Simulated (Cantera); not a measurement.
# Fluorocarbon and chlorocarbon gases: CHF₃ + CH₄ + H₂

Feed: 1 mol CHF₃, 0.022 mol CH₄, a varied amount of H₂, equilibrated at 1025 K and 1.00 bar.

Method: chemical equilibrium by Gibbs-energy minimisation in Cantera with the NASA 1993 tables (ideal gas, pure condensed phases). Candidate condensed phases: C, C₆H₆, C₇H₈, C₈H₁₈; 95 gas species. Gases not in the tables: C₂F₆ and larger saturated fluorocarbons. Rates play no part.

| n(H₂) (mol) | log p HF | log p H₂ | log p CF₄ | log p CH₄ | log p H₂F₂ | log p CHF₃ | n C(graphite) |
|---|---|---|---|---|---|---|---|
| 0.82 | -0.01 | -7.79 | -1.61 | <-12 | -4.46 | -5.86 | 0.954 |
| 1 | -0.01 | -1.84 | <-12 | -4.82 | -4.45 | -11.80 | 1.02 |
| 1.3 | -0.05 | -0.99 | <-12 | -3.12 | -4.54 | <-12 | 1.02 |
| 1.7 | -0.10 | -0.71 | <-12 | -2.56 | -4.63 | <-12 | 1.01 |
| 2.1 | -0.14 | -0.57 | <-12 | -2.28 | -4.72 | <-12 | 1.00 |
| 2.7 | -0.20 | -0.45 | <-12 | -2.04 | -4.83 | <-12 | 0.979 |
| 3.4 | -0.25 | -0.37 | <-12 | -1.87 | -4.95 | <-12 | 0.950 |
| 4.3 | -0.32 | -0.30 | <-12 | -1.74 | -5.08 | <-12 | 0.908 |
| 5.4 | -0.38 | -0.25 | <-12 | -1.63 | -5.21 | <-12 | 0.852 |
log p: log10 of the partial pressure in bar; n: condensed amount in mol.

From 0.82 mol H₂ to 5.4 mol H₂ the condensed part is C(graphite). The main C-bearing gas is CF₄ at 0.82 mol H₂ and CH₄ at 5.4 mol H₂. The share of C in condensed phases is highest at 1 mol H₂ (100.0 %) and lowest at 5.4 mol H₂ (83.3 %).
